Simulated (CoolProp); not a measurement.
A simple Rankine cycle with isohexane: condensing at 313.15 K, boiler at 1.13 MPa, turbine inlet 475.4 K, turbine efficiency 0.8, pump efficiency 0.7, no recuperator. Each further row changes one setting.

The numbers come from the reference Helmholtz-energy equation of state, Lemmon 2006 in CoolProp. It is a short technical equation, of lower accuracy than the large ones.

```
case                             thermal efficiency (%)  net work (kJ/kg)  heat in (kJ/kg)  turbine exit temperature (K)  volume ratio over the turbine
-------------------------------  ----------------------  ----------------  ---------------  ----------------------------  -----------------------------
as stated                                          14.9              96.9              650                         421.5                           23.7
turbine inlet 495.4 K                              14.6               103              704                         442.4                           23.1
condensing temperature 305.15 K                    15.9               106              669                         417.1                           31.8
boiler pressure 0.791 MPa                          13.4              88.8              661                         429.7                           15.8
turbine efficiency 0.7                             13.0              84.5              650                         427.1                           24.0
```
